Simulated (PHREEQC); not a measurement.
HCl is added in steps, without added water, to 1 kg of water holding 0.0013 mol CdCl2 and 0.013 mol FeSO4, at 20 °C. The system is closed to oxygen. CO2 is held at log p = -3.4 (atm). Solids allowed: Siderite, Melanterite, Cd(OH)2, Otavite. Others were left out.

Base run: PHREEQC, ion-association model, phreeqc.dat. Each further column changes one thing. The table gives HCO3- (mol/kgw).

```json
[
 {"HCl added (mol)": "0", "base": "2.75e-6", "FeSO4 from 0.013 to 0.065 mol/kgw": "2.92e-6", "CdCl2 replaced by MnCl2 at the same molality": "2.74e-6", "diluted 5-fold with water": "2.70e-6", "no solid may form": "2.75e-6"},
 {"HCl added (mol)": "0.002", "base": "6.27e-9", "FeSO4 from 0.013 to 0.065 mol/kgw": "1.20e-8", "CdCl2 replaced by MnCl2 at the same molality": "6.30e-9", "diluted 5-fold with water": "4.41e-9", "no solid may form": "6.27e-9"},
 {"HCl added (mol)": "0.0035", "base": "3.55e-9", "FeSO4 from 0.013 to 0.065 mol/kgw": "6.82e-9", "CdCl2 replaced by MnCl2 at the same molality": "3.57e-9", "diluted 5-fold with water": "2.53e-9", "no solid may form": "3.55e-9"},
 {"HCl added (mol)": "0.0055", "base": "2.24e-9", "FeSO4 from 0.013 to 0.065 mol/kgw": "4.30e-9", "CdCl2 replaced by MnCl2 at the same molality": "2.25e-9", "diluted 5-fold with water": "1.61e-9", "no solid may form": "2.24e-9"},
 {"HCl added (mol)": "0.007", "base": "1.75e-9", "FeSO4 from 0.013 to 0.065 mol/kgw": "3.35e-9", "CdCl2 replaced by MnCl2 at the same molality": "1.76e-9", "diluted 5-fold with water": "1.27e-9", "no solid may form": "1.75e-9"},
 {"HCl added (mol)": "0.009", "base": "1.35e-9", "FeSO4 from 0.013 to 0.065 mol/kgw": "2.58e-9", "CdCl2 replaced by MnCl2 at the same molality": "1.35e-9", "diluted 5-fold with water": "9.90e-10", "no solid may form": "1.35e-9"},
 {"HCl added (mol)": "0.0105", "base": "1.15e-9", "FeSO4 from 0.013 to 0.065 mol/kgw": "2.20e-9", "CdCl2 replaced by MnCl2 at the same molality": "1.15e-9", "diluted 5-fold with water": "8.51e-10", "no solid may form": "1.15e-9"},
 {"HCl added (mol)": "0.0125", "base": "9.60e-10", "FeSO4 from 0.013 to 0.065 mol/kgw": "1.83e-9", "CdCl2 replaced by MnCl2 at the same molality": "9.62e-10", "diluted 5-fold with water": "7.17e-10", "no solid may form": "9.60e-10"},
 {"HCl added (mol)": "0.014", "base": "8.53e-10", "FeSO4 from 0.013 to 0.065 mol/kgw": "1.62e-9", "CdCl2 replaced by MnCl2 at the same molality": "8.55e-10", "diluted 5-fold with water": "6.42e-10", "no solid may form": "8.53e-10"},
 {"HCl added (mol)": "0.016", "base": "7.42e-10", "FeSO4 from 0.013 to 0.065 mol/kgw": "1.41e-9", "CdCl2 replaced by MnCl2 at the same molality": "7.43e-10", "diluted 5-fold with water": "5.64e-10", "no solid may form": "7.42e-10"}
]
```

 Solids allowed in the column 'CdCl2 replaced by MnCl2 at the same molality': Siderite, Rhodochrosite, Pyrochroite, Melanterite.
